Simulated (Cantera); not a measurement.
Feed: 1 mol CuO, 1 mol F2, at 1323 K and 0.100 bar.

Cantera equilibrium calculation (NASA polynomials, part measured and part estimated; ideal gas, pure solids and liquids). Rates play no part.

| species | before | after |
|---|---|---|
| O2 | 0.935 | 1.00 |
| CuF2 | 0.0648 | 1.53e-8 |
| CuF | 0.000310 | <1e-9 |
| F | 0.000310 | <1e-9 |
| CuF2(l), mol | 0.965 | 0 |
| CuF2(s), mol | 0 | 1.00 |
Gas species are given as mole fractions.

Which change was made?
A) temperature from 1323 K to 1400 K
B) F2 from 1 to 0.76 mol
C) pressure from 0.100 bar to 13.3 mbar
D) temperature from 1323 K to 775 K

D, temperature from 1323 K to 775 K
